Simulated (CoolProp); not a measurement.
Properties of octamethylcyclotetrasiloxane (D4) along the isobar 0.101 MPa (Tc = 313.4 °C, pc = 1.347 MPa, ω = 0.598).

Computed with CoolProp (reference Helmholtz-energy equation of state, Thol 2015).

```json
[
 {"T (°C)": "148.05", "phase": "liquid", "Z": "0.01065", "cp (kJ/(kg K))": "1.927", "cv (kJ/(kg K))": "1.647", "isothermal compressibility (1/MPa)": "0.005011", "expansivity (1/kK)": "1.635", "fugacity coefficient": "0.4507"},
 {"T (°C)": "166.15", "phase": "liquid", "Z": "0.01053", "cp (kJ/(kg K))": "1.972", "cv (kJ/(kg K))": "1.691", "isothermal compressibility (1/MPa)": "0.006276", "expansivity (1/kK)": "1.768", "fugacity coefficient": "0.7358"},
 {"T (°C)": "184.25", "phase": "gas", "Z": "0.9289", "cp (kJ/(kg K))": "1.718", "cv (kJ/(kg K))": "1.677", "isothermal compressibility (1/MPa)": "10.72", "expansivity (1/kK)": "2.856", "fugacity coefficient": "0.9336"},
 {"T (°C)": "202.25", "phase": "gas", "Z": "0.9390", "cp (kJ/(kg K))": "1.758", "cv (kJ/(kg K))": "1.719", "isothermal compressibility (1/MPa)": "10.58", "expansivity (1/kK)": "2.643", "fugacity coefficient": "0.9425"},
 {"T (°C)": "220.35", "phase": "gas", "Z": "0.9473", "cp (kJ/(kg K))": "1.798", "cv (kJ/(kg K))": "1.760", "isothermal compressibility (1/MPa)": "10.48", "expansivity (1/kK)": "2.468", "fugacity coefficient": "0.9499"},
 {"T (°C)": "238.45", "phase": "gas", "Z": "0.9542", "cp (kJ/(kg K))": "1.836", "cv (kJ/(kg K))": "1.801", "isothermal compressibility (1/MPa)": "10.40", "expansivity (1/kK)": "2.320", "fugacity coefficient": "0.9562"},
 {"T (°C)": "256.55", "phase": "gas", "Z": "0.9600", "cp (kJ/(kg K))": "1.874", "cv (kJ/(kg K))": "1.840", "isothermal compressibility (1/MPa)": "10.33", "expansivity (1/kK)": "2.193", "fugacity coefficient": "0.9615"},
 {"T (°C)": "274.55", "phase": "gas", "Z": "0.9649", "cp (kJ/(kg K))": "1.911", "cv (kJ/(kg K))": "1.877", "isothermal compressibility (1/MPa)": "10.27", "expansivity (1/kK)": "2.084", "fugacity coefficient": "0.9660"},
 {"T (°C)": "292.65", "phase": "gas", "Z": "0.9691", "cp (kJ/(kg K))": "1.946", "cv (kJ/(kg K))": "1.913", "isothermal compressibility (1/MPa)": "10.22", "expansivity (1/kK)": "1.987", "fugacity coefficient": "0.9699"},
 {"T (°C)": "310.75", "phase": "gas", "Z": "0.9727", "cp (kJ/(kg K))": "1.980", "cv (kJ/(kg K))": "1.948", "isothermal compressibility (1/MPa)": "10.18", "expansivity (1/kK)": "1.901", "fugacity coefficient": "0.9733"},
 {"T (°C)": "328.75", "phase": "gas", "Z": "0.9757", "cp (kJ/(kg K))": "2.013", "cv (kJ/(kg K))": "1.981", "isothermal compressibility (1/MPa)": "10.15", "expansivity (1/kK)": "1.825", "fugacity coefficient": "0.9762"},
 {"T (°C)": "346.85", "phase": "gas", "Z": "0.9784", "cp (kJ/(kg K))": "2.045", "cv (kJ/(kg K))": "2.013", "isothermal compressibility (1/MPa)": "10.12", "expansivity (1/kK)": "1.755", "fugacity coefficient": "0.9788"}
]
```
